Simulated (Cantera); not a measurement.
Cantera with NASA thermochemical tables; ideal gases at 1 bar, condensed phases pure. Values are per mole of reaction as written; species without (g) are pure solids or liquids, kept so even where they would boil at 1 bar.

Between 300 and 2923 K, where is each reaction favourable under standard conditions?
- 6 Cl(g) + 2 BN → N2(g) + 2 BCl3(g)


- 6 Cl(g) + 2 BN → N2(g) + 2 BCl3(g): ΔG° is -957 kJ at 300 K and -201 kJ at 2923 K; it stays negative (K > 1). ΔH° is -1101 kJ and ΔS° -308 J/K at 2923 K.
